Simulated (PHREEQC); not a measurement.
Consider water at 40 °C with 0.015 mol H2S, 0.0012 mol NaCl, 6.7e-05 mol NiCl2 and 0.0074 mol HF per kg of water. Closed to the air; pH follows from the charge balance.

Model: ion-association model, wateq4f.dat, run in PHREEQC.

Problem. The ionic strength comes out as 0.00319 mol/kgw. What activity coefficients do H+, NiF+, Ni+2, HS-, HF2- get?

Solution. H+ 0.94, NiF+ 0.94, Ni+2 0.78, HS- 0.94, HF2- 0.94.

No solid was allowed to form. Examples of supersaturated solids here: Millerite. Others may be too. At this temperature some constants are extrapolated from 25 °C, and those without enthalpy data are left unchanged. The polysulfide entries of wateq4f.dat were taken out for this run.
